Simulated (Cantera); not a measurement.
Input: 1 mol Hg, 7.8 mol H₂, 0.25 mol O₂, equilibrated at 0.190 bar.

Method: chemical equilibrium by Gibbs-energy minimisation in Cantera with the NASA 1993 tables (ideal gas, pure condensed phases). Candidate condensed phases: H₂O, Hg, HgO; 10 gas species. Equilibrium is a limit: real reactors are often held back by kinetics, nucleation or transport. All values below are at 852 °C.

Base state: H₂ 0.830, Hg 0.114, H₂O 0.0568 (mole fractions); condensed: gas only.

### Question
What changes in the equilibrium state with this change: Hg replaced by Pb?

### Answer
```
species     before     after
----------  ------  --------
H₂           0.830     0.935
H₂O         0.0568    0.0640
Pb               0  0.000996
Hg           0.114         0
Pb(l), mol       0     0.992
```
Further candidate phases: Pb, PbO, PbO₂, Pb₃O₄.
